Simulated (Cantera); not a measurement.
An isothermal, constant-pressure homogeneous reactor starts with 1.22 % CH4, 98.8 % H2, at 1450 K and 0.0133 bar.

Model: GRI-Mech 3.0 (53 species, 325 reactions), integrated in Cantera. GRI-Mech 3.0 stops at C3 and has no aromatics, soot or wall deposition, so with more carbon than oxygen in the feed, carbon stays in small species such as C2H2 where larger ones or solid carbon would form. Radical loss at walls, strong at low pressure, is not modelled.

x: mole fraction; the columns are a selection and need not sum to one.

| t (s) | x CH4 | x H2 | x C2H4 | x C2H2 | x CH3 | x CH2 | x C2H |
|---|---|---|---|---|---|---|---|
| 2.00e-5 | 0.0122 | 0.988 | <1e-12 | <1e-12 | 6.61e-10 | <1e-12 | <1e-12 |
| 9.71e-5 | 0.0122 | 0.988 | <1e-12 | <1e-12 | 2.54e-9 | <1e-12 | <1e-12 |
| 0.000472 | 0.0122 | 0.988 | <1e-12 | <1e-12 | 8.30e-9 | <1e-12 | <1e-12 |
| 0.00229 | 0.0122 | 0.988 | <1e-12 | <1e-12 | 3.43e-8 | <1e-12 | <1e-12 |
| 0.0111 | 0.0122 | 0.988 | 3.09e-12 | <1e-12 | 1.60e-7 | <1e-12 | <1e-12 |
| 0.0540 | 0.0122 | 0.988 | 3.52e-10 | 3.45e-12 | 7.72e-7 | 1.87e-12 | <1e-12 |
| 0.262 | 0.0122 | 0.988 | [?] | [?] | [?] | 4.30e-11 | <1e-12 |
| 1.27 | 0.0122 | 0.988 | 2.04e-6 | 3.10e-6 | 1.40e-5 | 6.15e-10 | <1e-12 |
| 6.18 | 0.0120 | 0.988 | 3.95e-6 | 8.35e-5 | 1.80e-5 | 1.03e-9 | 8.51e-12 |
| 30.0 | 0.0112 | 0.988 | [?] | [?] | 1.69e-5 | 9.76e-10 | 4.89e-11 |

Problem. Fill in the missing entries.

Solution. 
- 0.262, x C2H4: 4.31e-8
- 0.262, x C2H2: 3.66e-9
- 0.262, x CH3: 3.70e-6
- 30.0, x C2H4: 5.98e-6
- 30.0, x C2H2: 0.000476
